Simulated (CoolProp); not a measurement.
Saturation properties of CH3F (R41) (Tc = 317.3 K, pc = 59.06 bar, ω = 0.200).

Computed with CoolProp (reference Helmholtz-energy equation of state, Lemmon 2006). It is a short technical equation, of lower accuracy than the large ones.

| T (K) | p (bar) | liquid density (kg/m³) | enthalpy of vaporisation (kJ/kg) | liquid cp (kJ/(kg K)) | vapour Z |
|---|---|---|---|---|---|
| 231.2 | 5.338 | ___ | 430.1 | 2.185 | 0.8807 |
| 239.1 | 7.127 | 779.2 | 415.1 | 2.231 | ___ |
| 246.9 | 9.303 | 758.6 | 399.1 | 2.289 | 0.8308 |
| 254.7 | 11.95 | 736.7 | 381.7 | ___ | 0.8014 |
| 262.6 | 15.16 | 713.2 | 362.3 | 2.455 | 0.7683 |
| 270.4 | 18.92 | 688.1 | 341.1 | 2.577 | 0.7319 |
| 278.3 | 23.41 | ___ | 317.0 | 2.747 | 0.6905 |
| 286.1 | 28.58 | ___ | 289.8 | 2.993 | 0.6444 |
| 294 | 34.68 | 594.9 | ___ | 3.396 | 0.5906 |
| 301.8 | 41.65 | 553.2 | 218.1 | 4.180 | 0.5271 |
| 309.7 | ___ | 496.0 | 163.3 | 6.619 | 0.4433 |

Q: Some entries are withheld; supply them.

A: 
- 231.2, liquid density (kg/m³): 799.1
- 239.1, vapour Z: 0.8570
- 254.7, liquid cp (kJ/(kg K)): 2.361
- 278.3, liquid density (kg/m³): 660.4
- 286.1, liquid density (kg/m³): 630.1
- 294, enthalpy of vaporisation (kJ/kg): 257.5
- 309.7, p (bar): 49.83

It boils at 194.8 K under 1 atm.
